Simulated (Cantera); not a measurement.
What does this Cantera script print?

```python
import numpy as np
import cantera as ct

gas = ct.Solution("gri30.yaml")


def delay(T, t_max=10):
    gas.TPX = T, 100000, {'CH4': 1, 'O2': 3.39, 'N2': 12.7}
    reactor = ct.IdealGasConstPressureReactor(gas, clone=False)
    net = ct.ReactorNet([reactor])
    net.rtol, net.atol = 1e-8, 1e-16
    while net.time < t_max:
        t_old, T_old = net.time, reactor.T
        net.step()
        if reactor.T > T + 400:  # ignition: a rise of 400 K
            return t_old + (T + 400 - T_old) / (reactor.T - T_old) * (net.time - t_old)
    return np.nan


taus = []
for T in [1273, 1348, 1423, 1498, 1573, 1648, 1723, 1798, 1873]:
    taus.append(delay(T))
    print(f"T0 = {T:6g} K   tau = {taus[-1]:.4e} s")
```

It prints:

```
T0 =   1273 K   tau = 1.2672e-02 s
T0 =   1348 K   tau = 4.9315e-03 s
T0 =   1423 K   tau = 2.1062e-03 s
T0 =   1498 K   tau = 9.9199e-04 s
T0 =   1573 K   tau = 5.1370e-04 s
T0 =   1648 K   tau = 2.8877e-04 s
T0 =   1723 K   tau = 1.7346e-04 s
T0 =   1798 K   tau = 1.0991e-04 s
T0 =   1873 K   tau = 7.2756e-05 s
```

Model: GRI-Mech 3.0 (53 species, 325 reactions), integrated in Cantera.
